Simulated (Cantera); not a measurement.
**Ignition delay**

Mixture: 25.0 % H₂, 11.4 % O₂, 42.7 % N₂, 21.0 % H₂O, equivalence ratio 1.1, at 360 Torr, adiabatic and at constant pressure. Ignition delay is the time to a rise of 400 K.

Computed with Cantera and GRI-Mech 3.0 (53 species, 325 reactions). Where the delays flatten at high temperature, the 400 K rule measures the pace of heat release, not the induction time.

```json
[
 {"T0 (K)": "1000", "delay (ms)": "3.09"},
 {"T0 (K)": "1075", "delay (ms)": "0.369"},
 {"T0 (K)": "1150", "delay (ms)": "0.189"},
 {"T0 (K)": "1225", "delay (ms)": "0.124"},
 {"T0 (K)": "1300", "delay (ms)": "0.0930"},
 {"T0 (K)": "1375", "delay (ms)": "0.0768"},
 {"T0 (K)": "1450", "delay (ms)": "0.0686"}
]
```
